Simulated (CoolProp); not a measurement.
Saturation properties of carbonyl sulfide.

Model: reference Helmholtz-energy equation of state, Lemmon 2006, in CoolProp. It is a short technical equation, of lower accuracy than the large ones.

```json
[
 {"T (K)": "233.7", "p (MPa)": "0.1623", "liquid density (kg/m³)": "1151", "enthalpy of vaporisation (kJ/kg)": "?", "surface tension (mN/m)": "18.8"},
 {"T (K)": "236.8", "p (MPa)": "0.1843", "liquid density (kg/m³)": "1144", "enthalpy of vaporisation (kJ/kg)": "299.4", "surface tension (mN/m)": "18.2"},
 {"T (K)": "240", "p (MPa)": "0.2095", "liquid density (kg/m³)": "1137", "enthalpy of vaporisation (kJ/kg)": "297.1", "surface tension (mN/m)": "17.6"},
 {"T (K)": "243.1", "p (MPa)": "0.2362", "liquid density (kg/m³)": "1130", "enthalpy of vaporisation (kJ/kg)": "294.8", "surface tension (mN/m)": "17.1"},
 {"T (K)": "246.2", "p (MPa)": "0.2655", "liquid density (kg/m³)": "1123", "enthalpy of vaporisation (kJ/kg)": "292.5", "surface tension (mN/m)": "?"},
 {"T (K)": "249.4", "p (MPa)": "0.2986", "liquid density (kg/m³)": "1116", "enthalpy of vaporisation (kJ/kg)": "290.0", "surface tension (mN/m)": "16.0"},
 {"T (K)": "252.5", "p (MPa)": "0.3335", "liquid density (kg/m³)": "1108", "enthalpy of vaporisation (kJ/kg)": "287.6", "surface tension (mN/m)": "15.4"},
 {"T (K)": "255.6", "p (MPa)": "0.3714", "liquid density (kg/m³)": "1101", "enthalpy of vaporisation (kJ/kg)": "285.2", "surface tension (mN/m)": "14.9"},
 {"T (K)": "258.8", "p (MPa)": "0.4139", "liquid density (kg/m³)": "1094", "enthalpy of vaporisation (kJ/kg)": "282.6", "surface tension (mN/m)": "?"},
 {"T (K)": "261.9", "p (MPa)": "0.4584", "liquid density (kg/m³)": "1086", "enthalpy of vaporisation (kJ/kg)": "280.0", "surface tension (mN/m)": "13.9"},
 {"T (K)": "265", "p (MPa)": "0.5063", "liquid density (kg/m³)": "1079", "enthalpy of vaporisation (kJ/kg)": "277.4", "surface tension (mN/m)": "13.3"},
 {"T (K)": "268.2", "p (MPa)": "0.5597", "liquid density (kg/m³)": "1071", "enthalpy of vaporisation (kJ/kg)": "?", "surface tension (mN/m)": "12.8"},
 {"T (K)": "271.3", "p (MPa)": "0.6153", "liquid density (kg/m³)": "1063", "enthalpy of vaporisation (kJ/kg)": "271.9", "surface tension (mN/m)": "12.3"},
 {"T (K)": "274.5", "p (MPa)": "0.6768", "liquid density (kg/m³)": "1055", "enthalpy of vaporisation (kJ/kg)": "?", "surface tension (mN/m)": "11.8"}
]
```

Complete the blanks.


- 233.7, enthalpy of vaporisation (kJ/kg): 301.6
- 246.2, surface tension (mN/m): 16.5
- 258.8, surface tension (mN/m): 14.4
- 268.2, enthalpy of vaporisation (kJ/kg): 274.7
- 274.5, enthalpy of vaporisation (kJ/kg): 269.0

It boils at 223.0 K under 1 atm.

Surface tension comes from a separate correlation (Mulero 2012).
